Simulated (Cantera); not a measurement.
## Ammonia decomposition in nitride growth gas

A perfectly stirred reactor is fed with 73.5 % NH3, 26.4 % N2, 0.103 % H2, at 0.133 bar; it is held at 1625 K, and followed from long to short residence time.

Detailed kinetics in Cantera: the gas-phase N/H chemistry of the illustrative SiF4/NH3 mechanism in the Surface Chemkin manual (1991). Walls and surfaces, which speed up NH3 decomposition in real reactors, are not modelled.

| τ (s) | x NH3 | x NH2 | x NH | x N | x H2 | x N2H2 |
|---|---|---|---|---|---|---|
| 9.3 | 0.466 | 0.000100 | 5.87e-7 | 2.03e-8 | 0.233 | 5.18e-7 |
| 2.6 | 0.627 | 0.000124 | 6.05e-7 | 1.55e-8 | 0.0941 | 8.44e-7 |
| 0.75 | 0.699 | 0.000137 | 5.36e-7 | 8.11e-9 | 0.0314 | 1.01e-6 |
| 0.21 | 0.724 | 0.000141 | 4.44e-7 | 2.90e-9 | 0.00964 | 1.05e-6 |
| 0.060 | 0.732 | 0.000137 | 3.73e-7 | 1.01e-9 | 0.00331 | 9.61e-7 |
| 0.017 | 0.734 | 0.000114 | 2.71e-7 | 3.78e-10 | 0.00151 | 6.59e-7 |
| 0.0049 | 0.734 | 5.98e-5 | 9.38e-8 | 9.48e-11 | 0.00109 | 1.73e-7 |
x: mole fraction; the columns are a selection and need not sum to one.
